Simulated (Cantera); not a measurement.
Input (Python, Cantera) and output of one run.

```python
import numpy as np
import cantera as ct

gas_names = """
    B BF BF2 BF3 BH BHF2 BH2 BH3 BN B2 F F2 H HF H2 H2F2 H3F3 H4F4 H5F5 H6F6 H7F7 N NF NF2 NF3 NH NH2
    NH3 N2 N2H2 N2H4
""".split()
cond_names = """
    B(b) B(L) BN(s)
""".split()


def load(file, names, dense=False):
    # The tables refer to 1 bar. Condensed volumes are neglected.
    table = {s.name: s for s in ct.Species.list_from_file(file)}
    out = []
    for n in names:
        d = dict(table[n].input_data)
        d["thermo"] = dict(d["thermo"], **{"reference-pressure": 1e5})
        if dense:
            d["equation-of-state"] = {"model": "constant-volume", "density": "1e6 g/cm^3"}
        out.append(ct.Species.from_dict(d))
    return out


gas = ct.Solution(thermo="ideal-gas", species=load("nasa_gas.yaml", gas_names))
cond = {s.name: ct.Solution(thermo="fixed-stoichiometry", species=[s], name=s.name)
        for s in load("nasa_condensed.yaml", cond_names, dense=True)}
atoms = {
    'BF3': {'B': 1, 'F': 3},
    'NH3': {'N': 1, 'H': 3},
    'N2': {'N': 2},
}
top_T = {'BN(s)': 3200}  # K; cautious upper limits of use, not melting points


def equilibrate(T, P, feed):
    n = {}
    for name, mol in feed.items():
        for a, k in atoms[name].items():
            n[a] = n.get(a, 0.0) + k * mol
    gas.TPX = T, P, n
    mass = sum(n.values()) * gas.mean_molecular_weight
    gas.equilibrate("TP")
    valid = [c for c in cond.values() if c.min_temp <= T <= top_T.get(c.name, c.max_temp)]
    mix = ct.Mixture([(gas, mass / gas.mean_molecular_weight)] + [(c, 0.0) for c in valid])
    mix.T, mix.P = T, P
    mix.equilibrate("TP", solver="vcs", rtol=1e-11, max_steps=5000)
    return mix


results = []
feed = {'BF3': 1, 'NH3': 1.1, 'N2': 14}  # mol
T = 1375  # K
P = 100000  # Pa
mix = equilibrate(T, P, feed)
results.append((T, P, feed, dict(zip(mix.species_names, mix.species_moles))))
print(gas.report(threshold=1e-05))
for i in range(1, mix.n_phases):
    print(f"{mix.phase(i).name:16s} {mix.phase_moles(i):12.5e} mol")
```

Result:

```
       temperature   1375 K
          pressure   1e+05 Pa
           density   0.24277 kg/m^3
  mean mol. weight   27.754 kg/kmol
   phase of matter   gas

                          1 kg             1 kmol
                     ---------------   ---------------
          enthalpy       -1.0381e+06       -2.8811e+07  J
   internal energy         -1.45e+06       -4.0243e+07  J
           entropy            8796.5        2.4414e+05  J/K
    Gibbs function       -1.3133e+07        -3.645e+08  J
 heat capacity c_p              1316             36526  J/K
 heat capacity c_v            1016.5             28211  J/K

                      mass frac. Y      mole frac. X     chem. pot. / RT
                     ---------------   ---------------   ---------------
               BF2        2.2277e-05        1.2668e-05           -96.883
               BF3           0.13383          0.054778           -138.51
              BHF2        0.00028873        0.00016087           -107.26
                HF          0.007019         0.0097372           -52.005
                H2         0.0066083          0.090977            -20.75
                N2           0.85223           0.84433           -25.918
     [  +25 minor]        1.4991e-06        3.4033e-06

B(b)              0.00000e+00 mol
BN(s)             5.48319e-02 mol
```

Equilibrium computed with Cantera from the NASA thermochemical tables; the gas is ideal and each condensed phase is pure. The tables' values for BF2 are old estimates; treat these amounts as uncertain.
